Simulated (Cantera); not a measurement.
Mixture: CH₃OH : O₂ : N₂ : H₂O = 1 : 0.682 : 2.56 : 0.1 (molar parts), equivalence ratio 2.2, at 4.93 atm, adiabatic and at constant volume. Ignition delay is the time to a rise of 400 K.

Cantera simulation using GRI-Mech 3.0 (53 species, 325 reactions); the numbers are that mechanism's predictions, not measurements. GRI-Mech 3.0 was tuned for natural gas; its chemistry of methanol as a main component is partial and can be far from experiment.

Q: What does this change do: constant pressure in place of constant volume?

A: 
| quantity | before | after |
|---|---|---|
| delay at 1073 K | 21.7 ms | 22.0 ms |
| delay at 1223 K | 1.32 ms | 1.36 ms |
| delay at 1373 K | 0.153 ms | 0.161 ms |
| delay at 1523 K | 28.7 µs | 31.7 µs |
| delay at 1673 K | 7.84 µs | 9.26 µs |
| apparent activation energy between 1523 and 1673 K | 180 kJ/mol | 170 kJ/mol |
